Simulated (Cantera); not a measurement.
Cantera run, input and output.

```python
import numpy as np
import cantera as ct

gas = ct.Solution("gri30.yaml")
gas.TPX = 1175, 2666, {'H2': 0.073, 'O2': 1}
reactor = ct.IdealGasConstPressureReactor(gas, energy="off", clone=False)
net = ct.ReactorNet([reactor])
net.rtol, net.atol = 1e-08, 1e-18
show = ['H2', 'O2', 'O', 'OH', 'H2O2', 'H2O']
times = np.geomspace(5e-06, 3, 13)

steps = ct.SolutionArray(gas, extra=["t"])
rows = []
print(f"{'t/s':>10s}{'T/K':>9s}{'P/Pa':>11s}" + "".join(f"{s:>11s}" for s in show))
for t in times:
    while net.time < t:
        t_next = net.step()
        steps.append(gas.state, t=t_next)
    rows.append([np.interp(t, steps.t, y) for y in (steps.T, steps.P, *steps(*show).X.T)])
    print(f"{t:10.3e}{rows[-1][0]:9.1f}{rows[-1][1]:11.4g}" + "".join(f"{x:11.3e}" for x in rows[-1][2:]))
rate = np.gradient(steps.T, steps.t)
print("integrator steps:", len(steps.t))
if steps.T.max() > steps.T[0] + 200:
    print(f"time of steepest temperature rise: {steps.t[rate.argmax()]:.4e} s")
gas.TPX = 1175, 2666, {'H2': 0.073, 'O2': 1}
gas.equilibrate("TP")
print(f"equilibrium (TP): T = {gas.T:.1f} K  " + "  ".join(f"{s} {gas[s].X[0]:.3e}" for s in show))
```

It prints:

```
       t/s      T/K       P/Pa         H2         O2          O         OH       H2O2        H2O
 5.000e-06   1175.0       2666  6.803e-02  9.320e-01  3.314e-11  3.202e-11  7.936e-15  2.199e-12
 1.515e-05   1175.0       2666  6.803e-02  9.320e-01  2.668e-10  2.415e-10  7.284e-14  5.241e-11
 4.592e-05   1175.0       2666  6.803e-02  9.320e-01  1.948e-09  1.512e-09  6.686e-13  1.050e-09
 1.392e-04   1175.0       2666  6.803e-02  9.320e-01  1.886e-08  1.228e-08  6.160e-12  2.218e-08
 4.217e-04   1175.0       2666  6.803e-02  9.320e-01  1.672e-06  1.043e-06  6.468e-11  2.701e-06
 1.278e-03   1175.0       2666  1.149e-02  8.940e-01  2.622e-02  6.936e-03  6.375e-07  4.502e-02
 3.873e-03   1175.0       2666  1.129e-03  8.980e-01  2.739e-02  3.504e-03  2.432e-07  6.218e-02
 1.174e-02   1175.0       2666  4.435e-04  9.177e-01  1.034e-02  2.189e-03  2.457e-07  6.748e-02
 3.557e-02   1175.0       2666  7.882e-05  9.273e-01  1.829e-03  9.213e-04  1.756e-07  6.973e-02
 1.078e-01   1175.0       2666  9.933e-06  9.292e-01  2.353e-04  3.319e-04  7.890e-08  7.024e-02
 3.267e-01   1175.0       2666  1.431e-06  9.295e-01  3.486e-05  1.282e-04  2.727e-08  7.036e-02
 9.899e-01   1175.0       2666  2.694e-07  9.295e-01  6.730e-06  5.638e-05  8.700e-09  7.040e-02
 3.000e+00   1175.0       2666  6.334e-08  9.296e-01  1.610e-06  2.757e-05  2.759e-09  7.041e-02
integrator steps: 1601
equilibrium (TP): T = 1175.0 K  H2 3.365e-09  O2 9.296e-01  O 8.679e-08  OH 6.394e-06  H2O2 2.113e-10  H2O 7.043e-02
```

Detailed kinetics in Cantera: GRI-Mech 3.0 (53 species, 325 reactions). Radical loss at walls, strong at low pressure, is not modelled. The temperature is held fixed by assumption; the heat of reaction is taken as removed at once.
